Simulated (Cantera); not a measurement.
Feed: 1 mol C₂H₄, 0.051 mol CO₂, a varied amount of H₂, equilibrated at 698.15 K and 1 atm.

Cantera equilibrium calculation (NASA polynomials, part measured and part estimated; ideal gas, pure solids and liquids). Candidate condensed phases: C, C₆H₆, C₇H₈, C₈H₁₈, H₂O; 110 gas species. The numbers say what is thermodynamically allowed, not how fast it happens.

Problem. At 7.8 mol H₂, list the 3 most abundant gas species with their mole fractions, and the condensed phases.

Solution. H₂ 0.722, CH₄ 0.265, H₂O 0.0132. Condensed: gas only.
